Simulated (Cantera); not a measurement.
An adiabatic, constant-volume homogeneous reactor starts with 5.52 % CH₄, 7.89 % O₂, 86.6 % N₂, at 1450 K and 28.0 bar.

Detailed kinetics in Cantera: GRI-Mech 3.0 (53 species, 325 reactions). The pressure lies above the range GRI-Mech 3.0 was tuned for (to about 10 atm).

Problem. Predict: time of steepest temperature rise; temperature at 10.0 s; equilibrium temperature; x(O₂) at 10.0 s; x(H) at 10.0 s; x(CO₂) at 10.0 s; x(NO) at 10.0 s.

Solution. 
```json
{
  "time_of_steepest_temperature_rise": "0.381 ms",
  "temperature at 10.0 s": "2378 K",
  "equilibrium_temperature": "2378 K",
  "x(O₂) at 10.0 s": "2.09e-6 (gas-phase equilibrium 2.09e-6)",
  "x(H) at 10.0 s": "0.000337 (gas-phase equilibrium 0.000337)",
  "x(CO₂) at 10.0 s": "0.0185 (gas-phase equilibrium 0.0185)",
  "x(NO) at 10.0 s": "5.99e-5 (gas-phase equilibrium 5.99e-5)"
}
```
